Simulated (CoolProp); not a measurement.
Vapour-liquid equilibrium of R227EA (1) + isobutene (2) at 0.0494 bar; x and y are mole fractions of (1).

Computed with CoolProp (multi-fluid Helmholtz-energy mixture model, Lemmon 2016 and Lemmon 2005; pair parameters Bell 2016).

```csv
x,"bubble temperature, mixture model (K)","bubble temperature, Raoult's law (K)","y, mixture model","y, Raoult's law"
0.05,204.2,207.9,[?],0.067
0.125,[?],207.5,0.439,0.163
0.2,200.5,207.2,[?],0.254
0.275,200.0,206.8,0.527,0.340
0.35,199.9,206.5,0.538,0.422
0.425,199.9,206.2,0.544,0.501
0.5,199.8,205.9,0.549,0.575
0.575,199.8,205.5,0.557,0.647
0.65,199.9,205.2,0.571,0.715
0.725,200.0,205.0,0.597,0.781
0.8,200.4,204.7,[?],0.844
0.875,[?],204.4,[?],0.904
0.95,202.5,204.1,[?],0.962
```

### Question
Some entries are withheld; supply them.

### Answer

- 0.05, y, mixture model: 0.280
- 0.125, bubble temperature, mixture model (K): 201.5
- 0.2, y, mixture model: 0.500
- 0.8, y, mixture model: 0.643
- 0.875, bubble temperature, mixture model (K): 201.1
- 0.875, y, mixture model: 0.720
- 0.95, y, mixture model: 0.854

The largest gap from Raoult's law is -6.8 K in bubble temperature, at x = 0.275. y crosses x between x = 0.5 and 0.575: the model has an azeotrope there.

Pair parameters are fitted to limited data, so mixtures are less certain than the pure fluids.
